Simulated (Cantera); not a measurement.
Charge: 1 mol CHF3, 0.14 mol H2, held at 1925 K and 10.0 mbar.

Method: chemical equilibrium by Gibbs-energy minimisation in Cantera with the NASA 1993 tables (ideal gas, pure condensed phases). Candidate condensed phases: C, C6H6, C7H8, C8H18; 95 gas species. Gases not in the tables: C2F6 and larger saturated fluorocarbons. Kinetics and transport are ignored.

What is the equilibrium state?


```
Item               Result
--------------  ---------
x(HF)               0.731
x(CF4)              0.227
x(CF2)             0.0279
x(F)               0.0117
x(CF3)            0.00178
x(CF)             3.70e-5
x(CHF3)           3.34e-6
x(H)              1.71e-6
n(C(graphite))  0.550 mol
gas amount      1.751 mol
```
